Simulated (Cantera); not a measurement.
Cantera run:

```python
import numpy as np
import cantera as ct

gas_names = """
    O2 N NO2 N2O NO O N2
""".split()
cond_names = """

""".split()


# ... load() reads the species with a 1 bar reference pressure and builds the phases ...
species = {s.name: s for s in load("nasa_gas.yaml", gas_names) + load("nasa_condensed.yaml", cond_names)}
# Each term lists the table entries of one substance; the one whose range holds T is used.
reactions = {
    'O2(g) + N(g) = NO2(g)':
        [(-1, ['O2']), (-1, ['N']), (1, ['NO2'])],
    '2 N2O(g) + O2(g) = 4 NO(g)':
        [(-2, ['N2O']), (-1, ['O2']), (4, ['NO'])],
    'O2(g) = 2 O(g)':
        [(-1, ['O2']), (2, ['O'])],
    'N2O(g) = O(g) + N2(g)':
        [(-1, ['N2O']), (1, ['O']), (1, ['N2'])],
}


def pick(names, T):
    return next(species[n] for n in names if species[n].thermo.min_temp <= T <= species[n].thermo.max_temp)


results = []
for label, terms in reactions.items():
    print(label)
    print("     T/K   dH/kJ  dS/(J/K)   dG/kJ   log10 K")
    for T in [2398, 2473, 2548, 2623, 2698, 2773, 2848, 2923]:
        used = [(nu, pick(names, T)) for nu, names in terms]
        dH = sum(nu * s.thermo.h(T) for nu, s in used) / 1e6
        dS = sum(nu * s.thermo.s(T) for nu, s in used) / 1e3
        dG = dH - T * dS / 1e3
        logK = -dG * 1e6 / (ct.gas_constant * T * np.log(10))
        results.append((label, T, dH, dS, dG, logK, [s.name for _, s in used]))
        print(f"{T:8g} {dH:8.1f} {dS:8.1f} {dG:8.1f} {logK:8.2f}")
```

It prints:

```
O2(g) + N(g) = NO2(g)
     T/K   dH/kJ  dS/(J/K)   dG/kJ   log10 K
    2398   -444.4   -128.4   -136.4     2.97
    2473   -444.4   -128.4   -126.8     2.68
    2548   -444.4   -128.4   -117.2     2.40
    2623   -444.4   -128.4   -107.5     2.14
    2698   -444.4   -128.4    -97.9     1.90
    2773   -444.4   -128.4    -88.3     1.66
    2848   -444.4   -128.4    -78.6     1.44
    2923   -444.4   -128.4    -69.0     1.23
2 N2O(g) + O2(g) = 4 NO(g)
     T/K   dH/kJ  dS/(J/K)   dG/kJ   log10 K
    2398    182.5    186.2   -263.9     5.75
    2473    181.4    185.7   -277.9     5.87
    2548    180.3    185.3   -291.8     5.98
    2623    179.2    184.8   -305.7     6.09
    2698    178.0    184.4   -319.5     6.19
    2773    176.8    184.0   -333.3     6.28
    2848    175.7    183.6   -347.1     6.37
    2923    174.5    183.1   -360.9     6.45
O2(g) = 2 O(g)
     T/K   dH/kJ  dS/(J/K)   dG/kJ   log10 K
    2398    511.9    134.4    189.7    -4.13
    2473    512.1    134.4    179.7    -3.79
    2548    512.3    134.5    169.6    -3.48
    2623    512.5    134.6    159.5    -3.18
    2698    512.7    134.7    149.4    -2.89
    2773    512.9    134.7    139.3    -2.62
    2848    513.1    134.8    129.2    -2.37
    2923    513.2    134.8    119.1    -2.13
N2O(g) = O(g) + N2(g)
     T/K   dH/kJ  dS/(J/K)   dG/kJ   log10 K
    2398    164.6    135.0   -159.1     3.47
    2473    164.2    134.8   -169.2     3.57
    2548    163.8    134.7   -179.3     3.68
    2623    163.4    134.5   -189.4     3.77
    2698    163.1    134.4   -199.5     3.86
    2773    162.7    134.2   -209.6     3.95
    2848    162.3    134.1   -219.7     4.03
    2923    161.9    134.0   -229.7     4.10
```

Cantera with NASA thermochemical tables; ideal gases at 1 bar, condensed phases pure. Condensed species are held in their standard states even where they would react or evaporate.
